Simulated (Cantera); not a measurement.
A Cantera script and what it prints.

```python
import numpy as np
import cantera as ct

gas_names = """
    CL CL2 H HCL H2 N NH NH2 NH3 N2 N2H2 N2H4 Si SiCL SiCL2 SiCL3 SiCL4 SiH SiHCL3 SiH2 SiH2CL2 SiH3
    SiH3CL SiH4 SiN Si2 Si2N Si3
""".split()
cond_names = """
    NH4CL(a) NH4CL(b) Si(cr) Si(L) Si3N4(a)
""".split()


# ... load() reads the species with a 1 bar reference pressure and builds the phases ...
atoms = {
    'Si': {'Si': 1},
    'HCl': {'H': 1, 'CL': 1},
    'N2': {'N': 2},
}
top_T = {'Si3N4(a)': 2400}  # K; cautious upper limits of use, not melting points


# ... equilibrate(T, P, feed) seeds the gas with the atoms and calls Mixture.equilibrate('TP', solver="vcs", rtol=1e-11, max_steps=5000) ...
results = []
feed = {'Si': 1, 'HCl': 1.6, 'N2': 11}  # mol
T = 798  # K
P = 8300  # Pa
mix = equilibrate(T, P, feed)
results.append((T, P, feed, dict(zip(mix.species_names, mix.species_moles))))
x = sorted(zip(gas.X, gas.species_names), reverse=True)
print(f"T = {T:g} K  P = {P:g} Pa  gas = {mix.phase_moles(0):.4g} mol")
print("   x: " + "  ".join(f"{s} {v:.3e}" for v, s in x if v > 1e-06))
print("   condensed (mol): " + ("  ".join(f"{mix.phase(i).name} {mix.phase_moles(i):.4g}"
      for i in range(1, mix.n_phases) if mix.phase_moles(i) > 1e-12) or "none"))
```

Output:

```
T = 798 K  P = 8300 Pa  gas = 11.87 mol
   x: N2 8.801e-01  HCL 7.531e-02  H2 2.971e-02  SiCL4 1.485e-02  SiHCL3 5.162e-06  NH3 1.217e-06
   condensed (mol): Si3N4(a) 0.2745
```

Cantera equilibrium calculation (NASA polynomials, part measured and part estimated; ideal gas, pure solids and liquids). N2 is the only nitrogen source here; it is nearly inert below about 1500 K, so the nitride shown seldom forms there in practice.
